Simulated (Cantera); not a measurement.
A perfectly stirred reactor is fed with H₂ : O₂ : N₂ = 0.38 : 1 : 3.4 (molar parts), at 41000 Pa; it is held at 1200 K, and followed from long to short residence time.

Cantera simulation using the H2/O2 subset of GRI-Mech 3.0, which has no nitrogen chemistry; the numbers are that mechanism's predictions, not measurements. The temperature is held fixed by assumption; the heat of reaction is taken as removed at once.

One state of this run: x H₂ = 0.000265; x O₂ = 0.176; x HO₂ = 8.08e-6; x H = 1.25e-5; x OH = 0.000246; x H₂O = 0.0824; x H₂O₂ = 6.73e-7. x: mole fraction; the columns are a selection and need not sum to one.

Q: Which value of τ (s) does it belong to?
(A) 0.060
(B) 0.14
(C) 0.0043
(D) 0.82

A: B, 0.14
